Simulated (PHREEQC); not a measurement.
Consider water at 20 °C with 0.33 mol/kgw H3PO4 and 0.00024 mol/kgw Na2CO3. Closed to the air; pH follows from the charge balance.

All values are PHREEQC results (ion-association model, phreeqc.dat), not measurements.

This is a speciation only: nothing precipitates in the calculation.

Task: What pH, ionic strength, specific conductance does the model give?

Result: pH 1.34; ionic strength 0.0538 mol/kgw; specific conductance 15700 µS/cm.

Task: In which forms is P present?

Result: H3PO4 84 %, H2PO4- 16 % of the P.

Species that the database lacks are ignored.
